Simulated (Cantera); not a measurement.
A closed system holds: 1 mol Si3N4, 0.0095 mol O2, 380 mol N2, equilibrated at 1550 K and 0.0300 Torr.

Method: chemical equilibrium by Gibbs-energy minimisation in Cantera with the NASA 1993 tables (ideal gas, pure condensed phases). Candidate condensed phases: Si, SiO2, Si2N2O, Si3N4; 16 gas species. Rates play no part.

Base state: N2 0.999, Si 0.000831, SiO 4.97e-5 (mole fractions); condensed: Si(s).

### Question
What changes in the equilibrium state with this change: O2 from 0.0095 to 0.21 mol?

### Answer
| species | before | after |
|---|---|---|
| N2 | 0.999 | 0.998 |
| SiO | 4.97e-5 | 0.00110 |
| Si | 0.000831 | 0.000831 |
| Si(s), mol | 2.65 | 2.25 |

### Question
What changes in the equilibrium state with this change: pressure from 0.0300 Torr to 0.120 Torr?

### Answer
| species | before | after |
|---|---|---|
| N2 | 0.999 | 1.000 |
| Si | 0.000831 | 0.000174 |
| SiO | 4.97e-5 | 5.00e-5 |
| Si(s), mol | 2.65 | 0 |
| Si3N4(s), mol | 0 | 0.970 |

### Question
What changes in the equilibrium state with this change: pressure from 0.0300 Torr to 750 Torr?

### Answer
| species | before | after |
|---|---|---|
| N2 | 0.999 | 1.00 |
| SiO | 4.97e-5 | 1.39e-7 |
| Si | 0.000831 | <1e-9 |
| Si(s), mol | 2.65 | 0 |
| Si2N2O(s), mol | 0 | 0.0189 |
| Si3N4(s), mol | 0 | 0.987 |
Mutual solubility and eutectic melting of coexisting phases are not modelled.
